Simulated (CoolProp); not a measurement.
Ethane along the isobar 25.9 MPa: density (kg/m³) from the reference equation and from simpler models built on Tc = 305.3 K, pc = 4.872 MPa, ω = 0.099; each cubic takes its own stable root.

The numbers come from the reference Helmholtz-energy equation of state, Bücker 2006 in CoolProp.

| T (K) | phase | reference |
|---|---|---|
| 239.7 | liquid | 506.6 |
| 247.6 | liquid | 497.8 |
| 255.5 | liquid | 488.9 |
| 263.3 | liquid | 480.0 |
| 271.2 | liquid | 470.8 |
| 279.1 | liquid | 461.4 |
| 287 | liquid | 452.0 |
| 294.9 | liquid | 442.3 |

Problem. How far does each simpler model (Soave-Redlich-Kwong, Peng-Robinson) lie from the reference over these 8 states: mean and median of the absolute difference, and the worst?

Solution. 
- Soave-Redlich-Kwong: mean 2.9 %, median 2.9 %, worst -3.5 % at 294.9 K and 25.9 MPa
- Peng-Robinson: mean 8.6 %, median 8.7 %, worst +9.3 % at 239.7 K and 25.9 MPa
